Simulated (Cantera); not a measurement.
An isothermal, constant-pressure homogeneous reactor starts with N2O = 3.9 (molar parts), at 1123 K and 101000 Pa.

Detailed kinetics in Cantera: GRI-Mech 3.0 (53 species, 325 reactions). GRI-Mech 3.0 was tuned for natural gas; its chemistry of N2O as a main component is partial and can be far from experiment. The mechanism lacks the step 2 NO + O2 → 2 NO2, which can matter for NO2 below about 1400 K. The temperature is held fixed by assumption; the heat of reaction is taken as removed at once.

Task: Predict: x(N2O) at 5.00 s; x(O2) at 5.00 s; x(NO) at 5.00 s; x(N2) at 5.00 s; x(O) at 5.00 s.

Result: 
| Quantity | Value |
|---|---|
| x(N2O) at 5.00 s | 0.470 (gas-phase equilibrium 8.31e-9) |
| x(O2) at 5.00 s | 0.164 (gas-phase equilibrium 0.333) |
| x(NO) at 5.00 s | 0.0241 (gas-phase equilibrium 0.000122) |
| x(N2) at 5.00 s | 0.341 (gas-phase equilibrium 0.667) |
| x(O) at 5.00 s | 3.19e-7 (gas-phase equilibrium 2.54e-9) |
